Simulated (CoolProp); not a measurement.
Aqueous calcium chloride as a coolant, 12 % by mass, freezing at -7.7 °C, 1 atm.

Computed with CoolProp (Melinder's fits for secondary coolants).

```csv
T (°C),viscosity (mPa s),conductivity (W/(m K)),cp (kJ/(kg K)),Prandtl number
-2.8,2.58,0.549,3.449,16.2
4.5,2.06,0.560,3.465,12.8
11.7,1.69,0.572,3.481,10.3
19,1.41,0.583,3.498,8.48
26.2,1.20,0.594,3.514,7.11
33.5,1.04,0.606,3.530,6.04
```
